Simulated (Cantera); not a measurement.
Charge: 1 mol Si, 1.6 mol HCl, 1.4 mol H2, equilibrated at 1223 K and 0.100 bar.

Cantera equilibrium calculation (NASA polynomials, part measured and part estimated; ideal gas, pure solids and liquids). Candidate condensed phases: Si; 19 gas species. The tables' values for SiCl3 are old estimates; treat these amounts as uncertain. Kinetics and transport are ignored.

Base state: H2 0.766, SiCl4 0.0864, HCl 0.0846, SiHCl3 0.0241, SiCl2 0.0227, SiCl3 0.0157, SiH2Cl2 0.000899 (mole fractions); condensed: Si(s).

Task: What changes in the equilibrium state with this change: Si replaced by SiCl4?

Result: 
| species | before | after |
|---|---|---|
| HCl | 0.0846 | 0.413 |
| H2 | 0.766 | 0.338 |
| SiCl4 | 0.0864 | 0.236 |
| SiCl2 | 0.0227 | 0.00115 |
| SiHCl3 | 0.0241 | 0.00598 |
| SiCl3 | 0.0157 | 0.00584 |
| SiH2Cl2 | 0.000899 | 2.02e-5 |
| Si(s), mol | 0.598 | 0 |

Task: What changes in the equilibrium state with this change: pressure from 0.100 bar to 1 atm?

Result: 
```tsv
species	before	after
H2	0.766	0.791
SiCl4	0.0864	0.0936
HCl	0.0846	0.0492
SiHCl3	0.0241	0.0465
SiCl2	0.0227	0.00743
SiCl3	0.0157	0.00934
SiH3Cl	9.22e-6	5.61e-5
SiH2Cl2	0.000899	0.00308
Si(s), mol	0.598	0.582
```
